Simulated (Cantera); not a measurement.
A perfectly stirred reactor is fed with 11.1 % CO, 2.11 % H2, 1.01 % CH4, 18.0 % O2, 67.7 % N2, equivalence ratio 0.48, at 1.01 bar; it is adiabatic with a 800 K inlet, and is followed from long to short residence time, starting on the burning branch (τ in s: 0.025, 0.012, 0.0055, 0.0026, 0.0012, 0.00056, 0.00026, 0.00012, 5.7e-05).

Computed with Cantera and GRI-Mech 3.0 (53 species, 325 reactions).

x: mole fraction; the columns are a selection and need not sum to one.

```json
[
 {"τ (s)": "0.025", "T (K)": "2010", "x CO": "0.00401", "x H2": "0.000259", "x CH4": "1.75e-6", "x O": "0.00138", "x HCN": "[?]", "x H2O": "0.0424"},
 {"τ (s)": "0.012", "T (K)": "1986", "x CO": "0.00606", "x H2": "0.000394", "x CH4": "2.75e-6", "x O": "0.00212", "x HCN": "[?]", "x H2O": "0.0418"},
 {"τ (s)": "0.0055", "T (K)": "1950", "x CO": "0.00918", "x H2": "0.000602", "x CH4": "4.50e-6", "x O": "0.00330", "x HCN": "1.39e-9", "x H2O": "0.0410"},
 {"τ (s)": "0.0026", "T (K)": "1901", "x CO": "0.0132", "x H2": "0.000875", "x CH4": "7.45e-6", "x O": "0.00490", "x HCN": "1.36e-9", "x H2O": "0.0400"},
 {"τ (s)": "0.0012", "T (K)": "1835", "x CO": "0.0187", "x H2": "0.00123", "x CH4": "1.32e-5", "x O": "0.00703", "x HCN": "[?]", "x H2O": "0.0388"},
 {"τ (s)": "0.00056", "T (K)": "1750", "x CO": "0.0259", "x H2": "0.00164", "x CH4": "2.51e-5", "x O": "0.00938", "x HCN": "[?]", "x H2O": "0.0373"},
 {"τ (s)": "0.00026", "T (K)": "1638", "x CO": "0.0369", "x H2": "0.00208", "x CH4": "5.64e-5", "x O": "0.0112", "x HCN": "[?]", "x H2O": "0.0359"},
 {"τ (s)": "0.00012", "T (K)": "1471", "x CO": "0.0587", "x H2": "0.00279", "x CH4": "0.000193", "x O": "0.00975", "x HCN": "[?]", "x H2O": "0.0348"},
 {"τ (s)": "5.7e-5", "T (K)": "800", "x CO": "0.111", "x H2": "0.0211", "x CH4": "0.0101", "x O": "1.33e-12", "x HCN": "<1e-12", "x H2O": "1.34e-12"}
]
```

### Question
Complete the blanks.

### Answer

- 0.025, x HCN: 2.09e-9
- 0.012, x HCN: 1.66e-9
- 0.0012, x HCN: 1.56e-9
- 0.00056, x HCN: 1.98e-9
- 0.00026, x HCN: 2.59e-9
- 0.00012, x HCN: 3.51e-9
